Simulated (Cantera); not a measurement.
An isothermal, constant-pressure homogeneous reactor starts with NO : N2 = 1 : 3.8 (molar parts), at 1725 K and 0.490 bar. Integrator tolerance rtol = 1e-08.

Computed with Cantera and GRI-Mech 3.0 (53 species, 325 reactions).

**Question.** What does this change do: temperature 1725 to 1475 K?

**Answer.** 
```
quantity                                          before                                     after
---------------  ---------------------------------------  ----------------------------------------
x(NO) at 100 s    0.0418 (gas-phase equilibrium 0.00239)    0.183 (gas-phase equilibrium 0.000814)
x(O) at 100 s    2.42e-5 (gas-phase equilibrium 2.68e-5)   4.82e-7 (gas-phase equilibrium 1.33e-6)
x(N2O) at 100 s  7.47e-7 (gas-phase equilibrium 1.04e-7)   1.07e-5 (gas-phase equilibrium 3.75e-8)
x(NO2) at 100 s  5.44e-5 (gas-phase equilibrium 3.45e-6)  0.000185 (gas-phase equilibrium 2.31e-6)
x(O2) at 100 s      0.0832 (gas-phase equilibrium 0.103)      0.0124 (gas-phase equilibrium 0.104)
```

**Question.** What does this change do: pressure from 0.490 bar to 100.0 Torr?

**Answer.** 
```csv
quantity,before,after
x(NO) at 100 s,0.0418 (gas-phase equilibrium 0.00239),0.105 (gas-phase equilibrium 0.00239)
x(O) at 100 s,2.42e-5 (gas-phase equilibrium 2.68e-5),3.69e-5 (gas-phase equilibrium 5.13e-5)
x(N2O) at 100 s,7.47e-7 (gas-phase equilibrium 1.04e-7),4.04e-6 (gas-phase equilibrium 5.40e-8)
x(NO2) at 100 s,5.44e-5 (gas-phase equilibrium 3.45e-6),5.62e-5 (gas-phase equilibrium 1.80e-6)
x(O2) at 100 s,0.0832 (gas-phase equilibrium 0.103),0.0514 (gas-phase equilibrium 0.103)
```
